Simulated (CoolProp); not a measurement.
Vapour-liquid equilibrium of C2F6 (R116) (1) + R143a (2) at -24.45 °C; x and y are mole fractions of (1).

The numbers come from the multi-fluid Helmholtz-energy mixture model, Lemmon 2006 and Lemmon and Jacobsen 2000; pair parameters Bell 2016 in CoolProp.

| x | bubble pressure, mixture model (bar) | bubble pressure, Raoult's law (bar) | y, mixture model | y, Raoult's law |
|---|---|---|---|---|
| 0.05 | 3.526 | 2.993 | 0.258 | 0.152 |
| 0.15 | 4.932 | 3.638 | 0.497 | 0.376 |
| 0.25 | 5.983 | 4.283 | 0.609 | 0.532 |
| 0.35 | 6.763 | 4.928 | 0.676 | 0.648 |
| 0.45 | 7.355 | 5.574 | 0.723 | 0.737 |
| 0.55 | 7.825 | 6.219 | 0.762 | 0.807 |
| 0.65 | 8.222 | 6.864 | 0.799 | 0.864 |
| 0.75 | 8.569 | 7.509 | 0.839 | 0.911 |
| 0.85 | 8.866 | 8.155 | 0.889 | 0.951 |
| 0.95 | 9.076 | 8.800 | 0.956 | 0.985 |

The largest gap from Raoult's law is +39.7 % in bubble pressure, at x = 0.25. No azeotrope shows between x = 0.05 and 0.95.

Pair parameters are fitted to limited data, so mixtures are less certain than the pure fluids.
